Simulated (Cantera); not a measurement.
Mixture: CH4 : H2 : O2 : N2 = 1 : 0.039 : 1.12 : 4.22 (molar parts), equivalence ratio 1.8, at 13500 Torr, adiabatic and at constant pressure. Ignition delay is the time to a rise of 400 K.

Model: GRI-Mech 3.0 (53 species, 325 reactions), integrated in Cantera. The pressure lies above the range GRI-Mech 3.0 was tuned for (to about 10 atm).

Question: At T0 = 1573 K, what is the delay, and which 8 reactions control it most (d ln τ / d ln k, from doubling and halving each rate constant)?

Answer: The delay is 63.1 µs.
```json
[
 {"reaction": "2 CH3 (+M) <=> C2H6 (+M)", "d ln τ / d ln k": "0.41", "faster rate": "lengthens it"},
 {"reaction": "CH3 + O2 <=> CH3O + O", "d ln τ / d ln k": "-0.37", "faster rate": "shortens it"},
 {"reaction": "H + O2 <=> O + OH", "d ln τ / d ln k": "-0.32", "faster rate": "shortens it"},
 {"reaction": "CH3 + HO2 <=> CH3O + OH", "d ln τ / d ln k": "-0.22", "faster rate": "shortens it"},
 {"reaction": "CH4 + H <=> CH3 + H2", "d ln τ / d ln k": "0.18", "faster rate": "lengthens it"},
 {"reaction": "CH3 + O2 <=> CH2O + OH", "d ln τ / d ln k": "-0.18", "faster rate": "shortens it"},
 {"reaction": "CH2O + O2 <=> HCO + HO2", "d ln τ / d ln k": "-0.16", "faster rate": "shortens it"},
 {"reaction": "CH3O + O2 <=> CH2O + HO2", "d ln τ / d ln k": "-0.14", "faster rate": "shortens it"}
]
```
